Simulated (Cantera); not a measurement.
Stirred combustor or abatement burner

A perfectly stirred reactor is fed with 1.39 % CH4, 0.264 % C2H6, 1.32 % C3H8, 14.7 % O2, 82.3 % N2, at 2780 Torr; it is adiabatic with a 550 K inlet, and is followed from long to short residence time, starting on the burning branch (τ in s: 0.33, 0.13, 0.051, 0.02, 0.0078, 0.0031, 0.0012, 0.00047, 0.00019, 7.3e-05, 2.9e-05, 1.1e-05, 4.4e-06).

Model: GRI-Mech 3.0 (53 species, 325 reactions), integrated in Cantera. GRI-Mech 3.0 was tuned for natural gas; its chemistry of propane as a main component is partial and can be far from experiment.

| τ (s) | T (K) | x CH4 | x C2H6 | x C3H8 | x C2H | x NO2 |
|---|---|---|---|---|---|---|
| 0.33 | 1715 | 1.14e-6 | 4.02e-8 | 1.84e-7 | 2.95e-10 | 4.72e-8 |
| 0.13 | 1714 | 2.09e-6 | 8.12e-8 | 3.89e-7 | 5.89e-10 | 4.88e-8 |
| 0.051 | 1712 | 3.80e-6 | 1.60e-7 | 7.93e-7 | 1.12e-9 | 5.33e-8 |
| 0.020 | 1708 | 6.89e-6 | 3.07e-7 | 1.56e-6 | 2.03e-9 | 5.45e-8 |
| 0.0078 | 1702 | 1.27e-5 | 5.85e-7 | 3.01e-6 | 3.51e-9 | 4.84e-8 |
| 0.0031 | 1691 | 2.35e-5 | 1.10e-6 | 5.63e-6 | 5.65e-9 | 3.76e-8 |
| 0.0012 | 1671 | 4.66e-5 | 2.16e-6 | 1.08e-5 | 8.62e-9 | 2.72e-8 |
| 0.00047 | 1635 | 0.000103 | 4.61e-6 | 2.21e-5 | 1.19e-8 | 1.91e-8 |
| 0.00019 | 1539 | 0.000397 | 1.67e-5 | 7.32e-5 | 1.26e-8 | 9.52e-9 |
| 7.3e-5 | 550 | 0.0139 | 0.00264 | 0.0132 | <1e-12 | <1e-12 |
| 2.9e-5 | 550 | 0.0139 | 0.00264 | 0.0132 | <1e-12 | <1e-12 |
| 1.1e-5 | 550 | 0.0139 | 0.00264 | 0.0132 | <1e-12 | <1e-12 |
| 4.4e-6 | 550 | 0.0139 | 0.00264 | 0.0132 | <1e-12 | <1e-12 |
x: mole fraction; the columns are a selection and need not sum to one.
